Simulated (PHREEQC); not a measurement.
0.37 g of hydrous ferric oxide (600 m²/g; 0.2 weak and 0.005 strong sites per Fe, Dzombak-Morel constants, diffuse double layer) in 1 kg of water with 0.005 mol/kgw of an inert sodium salt and 2.5e-05 mol Na2SeO4, at 25 °C; the pH is set by adding NaOH or the inert anion's acid. Oxygen alone is held at its pressure in air (log pO2 = -0.68). CO2 from the air is kept out. Precipitation was switched off in this run.

The series has 17 steps of pH, from 3 to 11.

All values are PHREEQC results (ion-association model, wateq4f.dat), not measurements.

### Question
Near which pH is half of the Se sorbed, and on which side is more sorbed?

### Answer
Near pH 6.7, with more sorbed at lower pH.

The oxide is taken as insoluble; below pH 4 it would dissolve.
